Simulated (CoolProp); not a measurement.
A closed Brayton cycle with carbon dioxide: compressor inlet 317.15 K and 8.3 MPa, high pressure 25.2 MPa, turbine inlet 705 K, compressor efficiency 0.85, turbine efficiency 0.9, recuperator effectiveness 0.95 (on enthalpy, no pinch check). Each further row changes one setting.

Values from CoolProp's reference Helmholtz-energy equation of state, Span 1996.

| case | thermal efficiency (%) | net work (kJ/kg) | compressor to turbine work | compressor exit (K) | turbine exit (K) |
|---|---|---|---|---|---|
| as stated | 31.0 | 68.8 | 0.42 | 400.7 | 584.1 |
| turbine inlet 655 K | 27.8 | 58.0 | ? | 400.7 | 538.5 |
| compressor inlet 327.15 K | 28.7 | ? | ? | 422.0 | 584.1 |
| high pressure 21.4 MPa | 30.9 | 62.2 | ? | ? | ? |
| recuperator effectiveness 0.5 | 21.7 | 68.8 | 0.42 | 400.7 | 584.1 |

Task: Complete the blanks.

Result: 
- turbine inlet 655 K, compressor to turbine work: 0.47
- compressor inlet 327.15 K, net work (kJ/kg): 59.4
- compressor inlet 327.15 K, compressor to turbine work: 0.50
- high pressure 21.4 MPa, compressor to turbine work: 0.40
- high pressure 21.4 MPa, compressor exit (K): 388.1
- high pressure 21.4 MPa, turbine exit (K): 601.5
